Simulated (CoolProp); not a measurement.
Chlorine at several states: fugacity coefficient from the reference equation and from simpler models built on Tc = 416.9 K, pc = 7642 kPa, ω = 0.070; each cubic takes its own stable root.

The numbers come from the reference Helmholtz-energy equation of state, Thol 2021 in CoolProp.

```csv
T (K),p (kPa),phase,reference
196.8,128,liquid,0.07688
218.9,11000,liquid,0.004402
228.8,16.6,gas,0.9951
```

**Question.** How far does each simpler model (van der Waals, Soave-Redlich-Kwong) lie from the reference over these 3 states: mean and median of the absolute difference, and the worst?

**Answer.** 
- van der Waals: mean 644.3 %, median 767.3 %, worst +1165.2 % at 196.8 K and 128 kPa
- Soave-Redlich-Kwong: mean 4.6 %, median 6.6 %, worst +7.2 % at 196.8 K and 128 kPa

At some of these states van der Waals gives the other phase, because its saturation line lies elsewhere.
